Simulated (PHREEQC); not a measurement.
K2CO3 is added in steps, without added water, to 1 kg of water holding 16 mmol/kgw CdSO4, 3.4 mmol/kgw Na2SO4 and 40 mmol/kgw H2SO4, at 20 °C. O2 is buffered at 0.21 atm. The system is closed to CO2. Only these solids could form: Cd(OH)2, Otavite, Mirabilite, Nahcolite, Natron.

Base run: PHREEQC, ion-association model, wateq4f.dat. Each further column changes one thing. The table gives pH.

| K2CO3 added (mol) | base | Davies equation for every ion | metal-ligand complexes left out | Debye-Hückel limiting law | database phreeqc.dat |
|---|---|---|---|---|---|
| 0 | 1.40 | 1.42 | 1.44 | 1.44 | 1.40 |
| 0.009 | 1.54 | 1.55 | 1.58 | 1.57 | 1.53 |
| 0.018 | 1.71 | 1.73 | 1.77 | 1.74 | 1.71 |
| 0.027 | 1.98 | 1.99 | 2.05 | 1.98 | 1.97 |
| 0.036 | 2.52 | 2.53 | 2.60 | 2.51 | 2.52 |
| 0.045 | 4.46 | 4.47 | 4.25 | 4.50 | 4.46 |
| 0.054 | 4.80 | 4.80 | 4.58 | 4.81 | 4.80 |
| 0.066 | 6.07 | 6.07 | 6.06 | 5.99 | 6.07 |
| 0.075 | 6.50 | 6.50 | 6.49 | 6.41 | 6.50 |
| 0.084 | 6.90 | 6.90 | 6.90 | 6.81 | 6.90 |
| 0.093 | 7.58 | 7.58 | 7.57 | 7.46 | 7.58 |
| 0.102 | 8.85 | 8.86 | 8.85 | 8.50 | 8.85 |
| 0.111 | 9.23 | 9.25 | 9.23 | 8.83 | 9.23 |
| 0.12 | 9.42 | 9.44 | 9.42 | 9.00 | 9.42 |

The database's cadmium carbonate complexes are estimates of doubtful size.  phreeqc.dat and wateq4f.dat share most of their constants, so their agreement is no independent check. Solids allowed in the column 'database phreeqc.dat': Cd(OH)2, Otavite.
